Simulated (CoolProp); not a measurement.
A simple Rankine cycle with ethylbenzene: condensing at 324.15 K, boiler at 1.25 MPa, turbine inlet 541.5 K, turbine efficiency 0.8, pump efficiency 0.7, no recuperator. Each further row changes one setting.

Values from CoolProp's reference Helmholtz-energy equation of state, Zhou 2012.

```tsv
case	thermal efficiency (%)	net work (kJ/kg)	heat in (kJ/kg)	turbine exit temperature (K)	volume ratio over the turbine
as stated	21.5	155	718	441.0	271
turbine inlet 561.5 K	21.3	163	765	462.6	261
condensing temperature 316.15 K	22.5	165	732	435.2	394
boiler pressure 0.875 MPa	20.5	150	732	451.5	175
turbine efficiency 0.7	18.8	135	718	452.1	278
```
